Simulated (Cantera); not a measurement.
A closed system holds: 1 mol CCl4, 0.22 mol Si, held at 948 K and 0.000120 bar.

Equilibrium computed with Cantera from the NASA thermochemical tables; the gas is ideal and each condensed phase is pure. The numbers say what is thermodynamically allowed, not how fast it happens.

```json
[
 {"species": "Cl", "before": "0.0145", "after": "0.922"},
 {"species": "SiCl4", "before": "0.123", "after": "0.0612"},
 {"species": "Cl2", "before": "0.863", "after": "0.0117"},
 {"species": "SiCl3", "before": "1.36e-9", "after": "0.00428"},
 {"species": "SiCl2", "before": "<1e-9", "after": "0.000786"},
 {"species": "C(graphite), mol", "before": "1.000", "after": "1.000"}
]
```
Gas species are given as mole fractions.

**Question.** What was changed between the two runs?
(A) temperature from 948 K to 1200 K
(B) temperature from 948 K to 1148.15 K
(C) temperature from 948 K to 1573.15 K
(D) pressure from 0.000120 bar to 0.000370 bar

**Answer.** C, temperature from 948 K to 1573.15 K. The tables' values for SiCl3 are old estimates; treat these amounts as uncertain
